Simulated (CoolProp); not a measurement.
Properties of nitrogen at several states.

Model: reference Helmholtz-energy equation of state, Span 2000, in CoolProp.

| T (°C) | p (bar) | phase | speed of sound (m/s) | Prandtl number |
|---|---|---|---|---|
| 579.75 | 0.575 | gas | 585.6 | 0.730 |
| -31.05 | 146 | supercritical | 365.2 | 0.879 |
| 307.95 | 115 | supercritical | 521.0 | 0.711 |
| 114.75 | 13.2 | gas | 404.3 | 0.712 |
| 83.75 | 4.99 | gas | 386.0 | 0.712 |

Viscosity comes from a separate model (Lemmon 2004). Thermal conductivity comes from a separate model (Lemmon 2004).
